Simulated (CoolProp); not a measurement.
Properties of fluorine along the isotherm 164.8 K (Tc = 144.4 K, pc = 5.240 MPa, ω = 0.045).

Values from CoolProp's reference Helmholtz-energy equation of state, de Reuck 1990.

```json
[
 {"p (MPa)": "0.873", "phase": "gas", "density (kg/m³)": "25.14", "cp (kJ/(kg K))": "0.8266", "speed of sound (m/s)": "220.2", "expansivity (1/kK)": "6.839", "fugacity coefficient": "0.9643"},
 {"p (MPa)": "1.75", "phase": "gas", "density (kg/m³)": "52.56", "cp (kJ/(kg K))": "0.8917", "speed of sound (m/s)": "215.9", "expansivity (1/kK)": "7.801", "fugacity coefficient": "0.9285"},
 {"p (MPa)": "2.62", "phase": "gas", "density (kg/m³)": "82.42", "cp (kJ/(kg K))": "0.9708", "speed of sound (m/s)": "211.8", "expansivity (1/kK)": "9.000", "fugacity coefficient": "0.8932"},
 {"p (MPa)": "3.49", "phase": "gas", "density (kg/m³)": "115.5", "cp (kJ/(kg K))": "1.071", "speed of sound (m/s)": "207.9", "expansivity (1/kK)": "10.53", "fugacity coefficient": "0.8583"},
 {"p (MPa)": "4.37", "phase": "gas", "density (kg/m³)": "153.2", "cp (kJ/(kg K))": "1.203", "speed of sound (m/s)": "204.3", "expansivity (1/kK)": "12.56", "fugacity coefficient": "0.8234"},
 {"p (MPa)": "5.24", "phase": "supercritical", "density (kg/m³)": "195.7", "cp (kJ/(kg K))": "1.381", "speed of sound (m/s)": "201.1", "expansivity (1/kK)": "15.25", "fugacity coefficient": "0.7894"},
 {"p (MPa)": "6.11", "phase": "supercritical", "density (kg/m³)": "245.2", "cp (kJ/(kg K))": "1.628", "speed of sound (m/s)": "198.4", "expansivity (1/kK)": "18.96", "fugacity coefficient": "0.7560"},
 {"p (MPa)": "6.99", "phase": "supercritical", "density (kg/m³)": "304.9", "cp (kJ/(kg K))": "1.982", "speed of sound (m/s)": "196.6", "expansivity (1/kK)": "24.15", "fugacity coefficient": "0.7226"},
 {"p (MPa)": "7.86", "phase": "supercritical", "density (kg/m³)": "375.8", "cp (kJ/(kg K))": "2.443", "speed of sound (m/s)": "197.1", "expansivity (1/kK)": "30.54", "fugacity coefficient": "0.6901"}
]
```
